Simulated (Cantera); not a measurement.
## Thermodynamics of silicon etching in halogen gases, feed Si + Br2

Charge: 1 mol Si, a varied amount of Br2, equilibrated at 0.840 bar.

These are equilibrium values from Cantera (NASA tables, ideal gas, pure condensed phases), not measurements of a reactor. Candidate condensed phases: Br2, Si; 9 gas species. The tables' values for SiBr3 are old estimates. Equilibrium is a limit: real reactors are often held back by kinetics, nucleation or transport.

Q: Map the stable condensed phases over T = 375, 475, 575, 675, 775, 875, 975, 1075, 1175, 1275, 1375, 1475 °C and n(Br2) in mol = 0.51, 0.65, 0.83, 1.1, 1.4, 1.7, 2.2, 2.8, 3.5, 4.5, 5.7, 7.3, 9.3.

A: 
```
T in °C \ n(Br2) in mol
         0.51 0.65 0.83  1.1  1.4  1.7  2.2  2.8  3.5  4.5  5.7  7.3  9.3
   1475     A    A    A    A    B    B    B    B    B    B    B    B    B
   1375     A    A    A    A    B    B    B    B    B    B    B    B    B
   1275     A    A    A    A    B    B    B    B    B    B    B    B    B
   1175     A    A    A    A    A    B    B    B    B    B    B    B    B
   1075     A    A    A    A    A    A    B    B    B    B    B    B    B
    975     A    A    A    A    A    A    B    B    B    B    B    B    B
    875     A    A    A    A    A    A    B    B    B    B    B    B    B
    775     A    A    A    A    A    A    B    B    B    B    B    B    B
    675     A    A    A    A    A    A    B    B    B    B    B    B    B
    575     A    A    A    A    A    A    B    B    B    B    B    B    B
    475     A    A    A    A    A    A    B    B    B    B    B    B    B
    375     A    A    A    A    A    A    B    B    B    B    B    B    B
```
A: Si; B: gas only.
